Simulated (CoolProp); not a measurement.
Saturation properties of ethane.

The numbers come from the reference Helmholtz-energy equation of state, Bücker 2006 in CoolProp.

```json
[
 {"T (K)": "218.3", "p (kPa)": "461.9", "enthalpy of vaporisation (kJ/kg)": "438.5", "liquid cp (kJ/(kg K))": "2.631", "vapour viscosity (µPa s)": "7.03"},
 {"T (K)": "227.2", "p (kPa)": "636.4", "enthalpy of vaporisation (kJ/kg)": "422.2", "liquid cp (kJ/(kg K))": "2.707", "vapour viscosity (µPa s)": "7.36"},
 {"T (K)": "236.1", "p (kPa)": "855.3", "enthalpy of vaporisation (kJ/kg)": "404.3", "liquid cp (kJ/(kg K))": "2.800", "vapour viscosity (µPa s)": "7.72"},
 {"T (K)": "245", "p (kPa)": "1125", "enthalpy of vaporisation (kJ/kg)": "384.5", "liquid cp (kJ/(kg K))": "2.915", "vapour viscosity (µPa s)": "8.10"},
 {"T (K)": "254", "p (kPa)": "1455", "enthalpy of vaporisation (kJ/kg)": "362.0", "liquid cp (kJ/(kg K))": "3.066", "vapour viscosity (µPa s)": "8.55"},
 {"T (K)": "262.9", "p (kPa)": "1847", "enthalpy of vaporisation (kJ/kg)": "336.7", "liquid cp (kJ/(kg K))": "3.268", "vapour viscosity (µPa s)": "9.05"},
 {"T (K)": "271.8", "p (kPa)": "2310", "enthalpy of vaporisation (kJ/kg)": "307.4", "liquid cp (kJ/(kg K))": "3.560", "vapour viscosity (µPa s)": "9.66"},
 {"T (K)": "280.7", "p (kPa)": "2853", "enthalpy of vaporisation (kJ/kg)": "272.4", "liquid cp (kJ/(kg K))": "4.036", "vapour viscosity (µPa s)": "10.4"}
]
```

It boils at 184.6 K under 1 atm.

Viscosity comes from a separate model (Friend 1991).
